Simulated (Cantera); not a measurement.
Mixture: 6.37 % CH₄, 19.6 % O₂, 73.8 % N₂, 0.191 % H₂O, at 1.00 bar, adiabatic and at constant volume. Ignition delay is the time to a rise of 400 K.

Detailed kinetics in Cantera: GRI-Mech 3.0 (53 species, 325 reactions).

Q: Predict: delay at 1050 K; delay at 1250 K; delay at 1450 K; delay at 1650 K; delay at 1850 K; apparent activation energy between 1750 and 1950 K.

A: 
| Item | Value |
|---|---|
| delay at 1050 K | 0.368 s |
| delay at 1250 K | 17.6 ms |
| delay at 1450 K | 1.59 ms |
| delay at 1650 K | 0.277 ms |
| delay at 1850 K | 77.6 µs |
| apparent activation energy between 1750 and 1950 K | 160 kJ/mol |
